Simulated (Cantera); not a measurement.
## Tantalum, niobium, vanadium and zirconium in process gases: Nb + H2O

Input: 1 mol Nb, 0.13 mol H2O, held at 2.50 mbar.

Equilibrium computed with Cantera from the NASA thermochemical tables; the gas is ideal and each condensed phase is pure. Candidate condensed phases: H2O, Nb, NbO, NbO2, Nb2O5; 12 gas species. Mutual solubility and eutectic melting of coexisting phases are not modelled. NbO: taken at fixed stoichiometry. Condensed phases not in the tables: N, O or C dissolved in the metal. Kinetics and transport are ignored.

```
T (°C)   x H2       x H    x NbO2     x H2O  n Nb(s)  n NbO(s)
------  -----  --------  --------  --------  -------  --------
1300    0.999  0.000813   9.98e-9  0.000111    0.870     0.130
1350    0.998   0.00138   4.24e-8  0.000162    0.870     0.130
1400    0.997   0.00227   1.65e-7  0.000231    0.870     0.130
1450    0.996   0.00364   5.90e-7  0.000323    0.870     0.130
1500    0.994   0.00567   1.96e-6  0.000441    0.870     0.130
1550    0.991   0.00863   6.09e-6  0.000592    0.870     0.130
1600    0.986    0.0128   1.77e-5  0.000780    0.870     0.130
1650    0.980    0.0187   4.88e-5   0.00101    0.870     0.130
1700    0.972    0.0266  0.000127   0.00129    0.870     0.130
1750    0.961    0.0372  0.000315   0.00161    0.870     0.130
1800    0.946    0.0512  0.000747   0.00199    0.870     0.130
1850    0.926    0.0691   0.00170   0.00241    0.871     0.129
1900    0.901    0.0916   0.00370   0.00287    0.871     0.128
```
x: gas mole fraction; n: condensed amount in mol.

From 1300 °C to 1900 °C the condensed part is Nb(s) + NbO(s).
